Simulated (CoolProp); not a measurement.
The fluid at 592.46 K and 0.109 MPa flows at 0.35 m/s in a round tube of 6 mm bore and 1.5 µm roughness, fully developed (64/Re and Nu = 3.66 if laminar; Colebrook and Gnielinski if turbulent). The same conditions are run with several fluids, on thermodynamics alone (safety and materials aside).

Model: reference Helmholtz-energy equation of state of each fluid (methane: Setzmann 1991; n-decane: Lemmon 2006; benzene: Thol 2012; ethanol: Schroeder 2014; propane: Lemmon 2009), in CoolProp.

```
fluid     Reynolds number  Darcy friction factor  pressure drop (Pa/m)  heat-transfer coefficient (W/(m² K))  mass flow (kg/h)
--------  ---------------  ---------------------  --------------------  ------------------------------------  ----------------
methane              38.6                   1.66                  6.01                                  53.3            0.0126
n-decane       (withheld)                 0.0965                  3.17                                  22.9             0.115
benzene               246                  0.260                  4.62                                  24.5            0.0620
ethanol               124                  0.517                  5.39                            (withheld)        (withheld)
propane               133                  0.481                  4.80                                  38.5            0.0348
```

Problem. What belongs in the gaps?

Solution. 
- n-decane, Reynolds number: 663
- ethanol, heat-transfer coefficient (W/(m² K)): 30.5
- ethanol, mass flow (kg/h): 0.0364

Transport values come from each fluid's own correlations.
